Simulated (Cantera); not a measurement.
Mixture: CH₄ : O₂ : N₂ = 1 : 1.67 : 6.27 (molar parts), equivalence ratio 1.2, at 21000 Torr, adiabatic and at constant volume. Ignition delay is the time to a rise of 400 K.

Cantera simulation using GRI-Mech 3.0 (53 species, 325 reactions); the numbers are that mechanism's predictions, not measurements. The pressure lies above the range GRI-Mech 3.0 was tuned for (to about 10 atm).

Problem. What does this change do: pressure from 21000 Torr to 3230 Torr?

Solution. 
| quantity | before | after |
|---|---|---|
| delay at 1150 K | 2.86 ms | 23.9 ms |
| delay at 1225 K | 1.13 ms | 8.79 ms |
| delay at 1300 K | 0.493 ms | 3.46 ms |
| delay at 1375 K | 0.230 ms | 1.45 ms |
| delay at 1450 K | 0.112 ms | 0.638 ms |
| delay at 1525 K | 57.4 µs | 0.297 ms |
| apparent activation energy between 1375 and 1525 K | 160 kJ/mol | 180 kJ/mol |

Problem. What does this change do: constant pressure in place of constant volume?

Solution. 
```
quantity                                                before       after
--------------------------------------------------  ----------  ----------
delay at 1150 K                                        2.86 ms     2.99 ms
delay at 1225 K                                        1.13 ms     1.20 ms
delay at 1300 K                                       0.493 ms    0.526 ms
delay at 1375 K                                       0.230 ms    0.247 ms
delay at 1450 K                                       0.112 ms    0.122 ms
delay at 1525 K                                        57.4 µs     62.5 µs
apparent activation energy between 1375 and 1525 K  160 kJ/mol  160 kJ/mol
```
